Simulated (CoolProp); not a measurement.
Toluene at several states: Z from the reference equation and from simpler models built on Tc = 318.6 °C, pc = 4.126 MPa, ω = 0.266; each cubic takes its own stable root.

Values from CoolProp's reference Helmholtz-energy equation of state, Lemmon 2006. It is a short technical equation, of lower accuracy than the large ones.

```
T (°C)  p (MPa)   phase  reference
------  -------  ------  ---------
99.35      2.52  liquid    0.09445
201.45    0.473     gas     0.9049
290.85   0.0257     gas     0.9973
212.95    0.196     gas     0.9656
```

How far does each simpler model (van der Waals, Redlich-Kwong, Soave-Redlich-Kwong, Peng-Robinson) lie from the reference over these 4 states: mean and median of the absolute difference, and the worst?


- van der Waals: mean 18.2 %, median 2.5 %, worst +67.7 % at 99.35 °C and 2.52 MPa
- Redlich-Kwong: mean 4.4 %, median 1.3 %, worst +15.0 % at 99.35 °C and 2.52 MPa
- Soave-Redlich-Kwong: mean 3.2 %, median 0.8 %, worst +11.4 % at 99.35 °C and 2.52 MPa
- Peng-Robinson: mean 0.5 %, median 0.4 %, worst -1.3 % at 99.35 °C and 2.52 MPa
